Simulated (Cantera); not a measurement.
A perfectly stirred reactor is fed with 5.99 % CH₄, 4.55 % H₂, 18.8 % O₂, 70.7 % N₂, at 1580 Torr; it is adiabatic with a 775 K inlet, and is followed from long to short residence time, starting on the burning branch (τ in s: 0.079, 0.033, 0.014, 0.0059, 0.0025, 0.0011, 0.00045, 0.00019, 7.9e-05, 3.3e-05).

Cantera simulation using GRI-Mech 3.0 (53 species, 325 reactions); the numbers are that mechanism's predictions, not measurements.

One state of this run: T (K) = 2285; x CH₄ = 1.04e-5; x H₂ = 0.00163; x O₂ = 0.0459; x CH₂O = 1.85e-6; x CO = 0.00339. x: mole fraction; the columns are a selection and need not sum to one.

Problem. Which value of τ (s) does it belong to?
A. 0.00019
B. 0.0059
C. 0.0025
D. 0.00045

Solution. B, 0.0059
